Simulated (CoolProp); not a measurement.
Vapour-liquid equilibrium of benzene (1) + p-xylene (2) at 0.0759 MPa; x and y are mole fractions of (1).

Model: multi-fluid Helmholtz-energy mixture model, Thol 2012 and Zhou 2012; pair parameters Bell 2016, in CoolProp.

Give the bubble temperature and the first vapour's composition at x = 0.15, 0.25, 0.45. Is there an azeotrope?

x = 0.15: 112.3 °C, y = 0.457; x = 0.25: 104.1 °C, y = 0.630; x = 0.45: 91.4 °C, y = 0.824. No azeotrope shows between x = 0.05 and 0.95.

The pair parameters rest on a limited set of measurements; away from them the model extrapolates.
